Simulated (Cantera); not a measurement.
Input: 1 mol Si, 0.027 mol H₂O, 2.8 mol CO, at 1 atm.

Equilibrium computed with Cantera from the NASA thermochemical tables; the gas is ideal and each condensed phase is pure. Candidate condensed phases: C, C₆H₆, C₇H₈, C₈H₁₈, H₂O, Si, SiC, SiO₂; 123 gas species. The tables hold silica as quartz up to 1696 K and as liquid above; real silica turns to tridymite and cristobalite and melts near 1996 K. Rates play no part.

x: gas mole fraction; n: condensed amount in mol.

```tsv
T (°C)	x CO	x H₂	x SiO	x CO₂	n C(graphite)	n SiO₂(β-quartz)	n SiO₂(condensed)
1100	0.966	0.0315	___	0.00215	1.97	1.00	0
1150	0.967	0.0316	___	0.00129	1.97	1.00	0
1200	0.968	0.0316	___	0.000803	1.97	1.00	0
1250	0.968	0.0316	___	0.000516	1.97	1.000	0
1300	0.968	0.0316	___	0.000341	1.97	1.000	0
1350	0.968	0.0316	___	0.000232	1.97	1.000	0
1400	0.968	0.0316	___	0.000161	1.97	1.000	0
1450	0.967	0.0315	___	0.000115	1.97	0	0.999
1500	0.965	0.0313	___	8.29e-5	1.97	0	0.997
```

Q: Some entries are withheld; supply them.

A: 
- 1100, x SiO: 6.60e-9
- 1150, x SiO: 5.33e-8
- 1200, x SiO: 3.72e-7
- 1250, x SiO: 2.28e-6
- 1300, x SiO: 1.24e-5
- 1350, x SiO: 6.05e-5
- 1400, x SiO: 0.000268
- 1450, x SiO: 0.00108
- 1500, x SiO: 0.00397
